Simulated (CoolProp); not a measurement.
Vapour-liquid equilibrium of R22 (1) + acetone (2) at 285.1 K; x and y are mole fractions of (1).

Model: multi-fluid Helmholtz-energy mixture model, Kamei 1995 and Lemmon 2006; pair parameters Bell 2016, in CoolProp.

```json
[
 {"x": "0.05", "bubble pressure, mixture model (bar)": "…", "bubble pressure, Raoult's law (bar)": "0.5222", "y, mixture model": "0.650", "y, Raoult's law": "0.691"},
 {"x": "0.2", "bubble pressure, mixture model (bar)": "1.050", "bubble pressure, Raoult's law (bar)": "1.579", "y, mixture model": "…", "y, Raoult's law": "0.914"},
 {"x": "0.35", "bubble pressure, mixture model (bar)": "…", "bubble pressure, Raoult's law (bar)": "2.637", "y, mixture model": "…", "y, Raoult's law": "0.958"},
 {"x": "0.5", "bubble pressure, mixture model (bar)": "…", "bubble pressure, Raoult's law (bar)": "3.694", "y, mixture model": "…", "y, Raoult's law": "0.977"},
 {"x": "0.65", "bubble pressure, mixture model (bar)": "3.571", "bubble pressure, Raoult's law (bar)": "4.751", "y, mixture model": "…", "y, Raoult's law": "0.987"},
 {"x": "0.8", "bubble pressure, mixture model (bar)": "5.142", "bubble pressure, Raoult's law (bar)": "5.808", "y, mixture model": "0.995", "y, Raoult's law": "0.994"},
 {"x": "0.95", "bubble pressure, mixture model (bar)": "…", "bubble pressure, Raoult's law (bar)": "6.866", "y, mixture model": "0.999", "y, Raoult's law": "0.999"}
]
```

Question: Complete the blanks.

Answer: 
- 0.05, bubble pressure, mixture model (bar): 0.4716
- 0.2, y, mixture model: 0.857
- 0.35, bubble pressure, mixture model (bar): 1.598
- 0.35, y, mixture model: 0.919
- 0.5, bubble pressure, mixture model (bar): 2.388
- 0.5, y, mixture model: 0.959
- 0.65, y, mixture model: 0.983
- 0.95, bubble pressure, mixture model (bar): 6.763

The largest gap from Raoult's law is -39.4 % in bubble pressure, at x = 0.35. No azeotrope shows between x = 0.05 and 0.95.

Pair parameters are fitted to limited data, so mixtures are less certain than the pure fluids.
